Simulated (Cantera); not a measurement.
Standard-state values (1 bar) from the NASA 1993 polynomials, evaluated with Cantera. Values are per mole of reaction as written; species without (g) are pure solids or liquids, kept so even where they would boil at 1 bar. VN: taken at fixed stoichiometry.

5 VN + V₂O₅ → 7 V + 5 NO(g)

```json
[
 {"T (K)": "1500", "ΔH° (kJ)": "?", "ΔS° (J/K)": "?", "ΔG° (kJ)": "?", "log10 K": "?"},
 {"T (K)": "1600", "ΔH° (kJ)": "2946.6", "ΔS° (J/K)": "778.0", "ΔG° (kJ)": "1701.8", "log10 K": "-55.56"},
 {"T (K)": "1700", "ΔH° (kJ)": "2940.8", "ΔS° (J/K)": "774.4", "ΔG° (kJ)": "1624.2", "log10 K": "-49.90"},
 {"T (K)": "1800", "ΔH° (kJ)": "2935.4", "ΔS° (J/K)": "771.4", "ΔG° (kJ)": "1546.9", "log10 K": "-44.89"},
 {"T (K)": "1900", "ΔH° (kJ)": "2930.4", "ΔS° (J/K)": "768.7", "ΔG° (kJ)": "1469.9", "log10 K": "-40.41"},
 {"T (K)": "2000", "ΔH° (kJ)": "?", "ΔS° (J/K)": "?", "ΔG° (kJ)": "?", "log10 K": "?"},
 {"T (K)": "2100", "ΔH° (kJ)": "?", "ΔS° (J/K)": "?", "ΔG° (kJ)": "?", "log10 K": "?"}
]
```

Some entries are withheld; supply them.


- 1500, ΔH° (kJ): 2952.8
- 1500, ΔS° (J/K): 782.0
- 1500, ΔG° (kJ): 1779.8
- 1500, log10 K: -61.98
- 2000, ΔH° (kJ): 2926.1
- 2000, ΔS° (J/K): 766.5
- 2000, ΔG° (kJ): 1393.2
- 2000, log10 K: -36.39
- 2100, ΔH° (kJ): 2922.4
- 2100, ΔS° (J/K): 764.7
- 2100, ΔG° (kJ): 1316.6
- 2100, log10 K: -32.75
